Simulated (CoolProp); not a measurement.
A single-stage vapour-compression cycle with CH3F (R41): evaporating at 217.15 K (dew point), condensing at 272.15 K (bubble point), superheat 10 K, subcooling 5 K, compressor efficiency 0.8, no pressure losses. Each further row changes one setting.

Values from CoolProp's reference Helmholtz-energy equation of state, Lemmon 2006. It is a short technical equation, of lower accuracy than the large ones.

```json
[
 {"case": "as stated", "cooling COP": "2.35", "pressure ratio": "6.57", "discharge temperature (K)": "371.6", "refrigerating effect (kJ/kg)": "354", "volumetric capacity (kJ/m³)": "2070"},
 {"case": "evaporating temperature 222.15 K", "cooling COP": "?", "pressure ratio": "5.32", "discharge temperature (K)": "360.1", "refrigerating effect (kJ/kg)": "?", "volumetric capacity (kJ/m³)": "2550"},
 {"case": "condensing temperature 267.15 K", "cooling COP": "?", "pressure ratio": "5.72", "discharge temperature (K)": "359.5", "refrigerating effect (kJ/kg)": "366", "volumetric capacity (kJ/m³)": "2140"},
 {"case": "subcooling 10 K", "cooling COP": "2.44", "pressure ratio": "6.57", "discharge temperature (K)": "371.6", "refrigerating effect (kJ/kg)": "366", "volumetric capacity (kJ/m³)": "2140"},
 {"case": "superheat 20 K", "cooling COP": "2.31", "pressure ratio": "6.57", "discharge temperature (K)": "386.5", "refrigerating effect (kJ/kg)": "366", "volumetric capacity (kJ/m³)": "2030"},
 {"case": "compressor efficiency 0.7", "cooling COP": "2.06", "pressure ratio": "6.57", "discharge temperature (K)": "?", "refrigerating effect (kJ/kg)": "354", "volumetric capacity (kJ/m³)": "2070"}
]
```

Problem. Fill in the missing entries.

Solution. 
- evaporating temperature 222.15 K, cooling COP: 2.71
- evaporating temperature 222.15 K, refrigerating effect (kJ/kg): 357
- condensing temperature 267.15 K, cooling COP: 2.67
- compressor efficiency 0.7, discharge temperature (K): 387.0
